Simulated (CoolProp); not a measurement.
Vapour-liquid equilibrium of propane (1) + isopentane (2) at 5.15 °C; x and y are mole fractions of (1).

Computed with CoolProp (multi-fluid Helmholtz-energy mixture model, Lemmon 2009 and Lemmon 2006; pair parameters Kunz 2012).

Question: Give the bubble pressure and the first vapour's composition at x = 0.2, 0.35, 0.8. Is there an azeotrope?

Answer: x = 0.2: 158.7 kPa, y = 0.767; x = 0.35: 233.4 kPa, y = 0.863; x = 0.8: 449.1 kPa, y = 0.972. No azeotrope shows between x = 0.05 and 0.95.

The pair parameters rest on a limited set of measurements; away from them the model extrapolates. The gap from Raoult's law changes sign with composition, which may be real or a fault of the pair parameters; it wasn't checked against measurements.
